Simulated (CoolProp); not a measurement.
A closed Brayton cycle with dry air: compressor inlet 317.15 K and 3.7 MPa, high pressure 8.44 MPa, turbine inlet 755 K, compressor efficiency 0.8, turbine efficiency 0.9, recuperator effectiveness 0.95 (on enthalpy, no pinch check). Each further row changes one setting.

Computed with CoolProp (reference Helmholtz-energy equation of state, Lemmon 2000). It is a pseudo-pure fit of the blend.

```tsv
case	thermal efficiency (%)	net work (kJ/kg)	compressor to turbine work	compressor exit (K)	turbine exit (K)
as stated	(withheld)	40.5	0.73	422.9	619.8
turbine inlet 705 K	20.5	30.6	0.78	422.9	(withheld)
compressor inlet 327.15 K	23.0	(withheld)	0.75	436.0	619.8
high pressure 7.17 MPa	(withheld)	(withheld)	(withheld)	400.0	(withheld)
recuperator effectiveness 0.5	(withheld)	40.5	0.73	422.9	619.8
```

Question: Fill in the missing entries.

Answer: 
- as stated, thermal efficiency (%): 25.1
- turbine inlet 705 K, turbine exit (K): 577.5
- compressor inlet 327.15 K, net work (kJ/kg): 36.9
- high pressure 7.17 MPa, thermal efficiency (%): 27.1
- high pressure 7.17 MPa, net work (kJ/kg): 37.1
- high pressure 7.17 MPa, compressor to turbine work: 0.69
- high pressure 7.17 MPa, turbine exit (K): 644.6
- recuperator effectiveness 0.5, thermal efficiency (%): 15.9
